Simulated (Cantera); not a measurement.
A perfectly stirred reactor is fed with CH₄ : H₂ = 1 : 4.9 (molar parts), at 2670 Pa; it is held at 1750 K, and followed from long to short residence time.

Cantera simulation using GRI-Mech 3.0 (53 species, 325 reactions); the numbers are that mechanism's predictions, not measurements. GRI-Mech 3.0 stops at C3 and has no aromatics, soot or wall deposition, so with more carbon than oxygen in the feed, carbon stays in small species such as C2H2 where larger ones or solid carbon would form. Radical loss at walls, strong at low pressure, is not modelled.

Task: What does this change do: H2 4.9 to 0.96 parts?

Result: 
```
quantity                  before     after
----------------------  --------  --------
x(CH₄) at τ = 1.10 s      0.0300    0.0493
x(H₂) at τ = 1.10 s        0.909     0.797
x(C₂H₆) at τ = 1.10 s    3.62e-6   9.76e-6
x(CH₃) at τ = 1.10 s    0.000729   0.00116
x(C₂H₄) at τ = 1.10 s   0.000145  0.000384
x(CH₄) at τ = 15.0 ms      0.149     0.363
x(H₂) at τ = 15.0 ms       0.840     0.584
x(C₂H₆) at τ = 15.0 ms   4.34e-5  0.000262
x(CH₃) at τ = 15.0 ms    0.00221   0.00538
x(C₂H₄) at τ = 15.0 ms   0.00121   0.00812
```
